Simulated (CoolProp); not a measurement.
Vapour-liquid equilibrium of propane (1) + toluene (2) at 317.9 K; x and y are mole fractions of (1).

Computed with CoolProp (multi-fluid Helmholtz-energy mixture model, Lemmon 2009 and Lemmon 2006; pair parameters Bell 2016).

Question: Give the bubble pressure and the first vapour's composition at x = 0.25, 0.35, 0.55. Is there an azeotrope?

Answer: x = 0.25: 5.428 bar, y = 0.982; x = 0.35: 7.067 bar, y = 0.987; x = 0.55: 9.599 bar, y = 0.991. No azeotrope shows between x = 0.05 and 0.95.

Pair parameters are fitted to limited data, so mixtures are less certain than the pure fluids. The gap from Raoult's law changes sign with composition, which may be real or a fault of the pair parameters; it wasn't checked against measurements.
